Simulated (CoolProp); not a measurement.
Properties of sulfur hexafluoride along the isobar 0.101 MPa (Tc = 45.6 °C, pc = 3.755 MPa, ω = 0.210).

The numbers come from the reference Helmholtz-energy equation of state, Guder 2009 in CoolProp.

```json
[
 {"T (°C)": "-31.65", "phase": "gas", "density (kg/m³)": "7.516", "cp (kJ/(kg K))": "0.5713", "cv (kJ/(kg K))": "0.5083", "speed of sound (m/s)": "121.5", "expansivity (1/kK)": "4.458", "Prandtl number": "0.813"},
 {"T (°C)": "-24.05", "phase": "gas", "density (kg/m³)": "7.270", "cp (kJ/(kg K))": "0.5852", "cv (kJ/(kg K))": "0.5228", "speed of sound (m/s)": "123.4", "expansivity (1/kK)": "4.289", "Prandtl number": "0.808"},
 {"T (°C)": "-16.45", "phase": "gas", "density (kg/m³)": "7.041", "cp (kJ/(kg K))": "(withheld)", "cv (kJ/(kg K))": "0.5371", "speed of sound (m/s)": "125.3", "expansivity (1/kK)": "4.136", "Prandtl number": "0.803"},
 {"T (°C)": "-8.75", "phase": "gas", "density (kg/m³)": "6.825", "cp (kJ/(kg K))": "0.6126", "cv (kJ/(kg K))": "0.5513", "speed of sound (m/s)": "127.1", "expansivity (1/kK)": "3.993", "Prandtl number": "0.798"},
 {"T (°C)": "-1.15", "phase": "gas", "density (kg/m³)": "6.624", "cp (kJ/(kg K))": "0.6258", "cv (kJ/(kg K))": "0.5649", "speed of sound (m/s)": "129.0", "expansivity (1/kK)": "3.863", "Prandtl number": "0.794"},
 {"T (°C)": "6.55", "phase": "gas", "density (kg/m³)": "6.433", "cp (kJ/(kg K))": "0.6389", "cv (kJ/(kg K))": "0.5784", "speed of sound (m/s)": "130.8", "expansivity (1/kK)": "3.740", "Prandtl number": "(withheld)"},
 {"T (°C)": "14.15", "phase": "gas", "density (kg/m³)": "6.255", "cp (kJ/(kg K))": "0.6516", "cv (kJ/(kg K))": "0.5913", "speed of sound (m/s)": "132.5", "expansivity (1/kK)": "3.628", "Prandtl number": "0.788"},
 {"T (°C)": "21.75", "phase": "gas", "density (kg/m³)": "6.088", "cp (kJ/(kg K))": "0.6638", "cv (kJ/(kg K))": "0.6038", "speed of sound (m/s)": "134.3", "expansivity (1/kK)": "3.523", "Prandtl number": "(withheld)"},
 {"T (°C)": "29.45", "phase": "gas", "density (kg/m³)": "5.927", "cp (kJ/(kg K))": "0.6759", "cv (kJ/(kg K))": "0.6161", "speed of sound (m/s)": "136.0", "expansivity (1/kK)": "3.423", "Prandtl number": "0.782"},
 {"T (°C)": "37.05", "phase": "gas", "density (kg/m³)": "5.777", "cp (kJ/(kg K))": "0.6875", "cv (kJ/(kg K))": "(withheld)", "speed of sound (m/s)": "137.7", "expansivity (1/kK)": "3.331", "Prandtl number": "0.780"},
 {"T (°C)": "44.75", "phase": "gas", "density (kg/m³)": "5.632", "cp (kJ/(kg K))": "0.6989", "cv (kJ/(kg K))": "0.6395", "speed of sound (m/s)": "(withheld)", "expansivity (1/kK)": "3.242", "Prandtl number": "0.778"}
]
```

### Question
What belongs in the gaps?

### Answer

- -16.45, cp (kJ/(kg K)): 0.5989
- 6.55, Prandtl number: 0.791
- 21.75, Prandtl number: 0.785
- 37.05, cv (kJ/(kg K)): 0.6279
- 44.75, speed of sound (m/s): 139.3

Viscosity comes from a separate model (Quiñones-Cisneros 2012). Thermal conductivity comes from a separate model (Assael 2012).
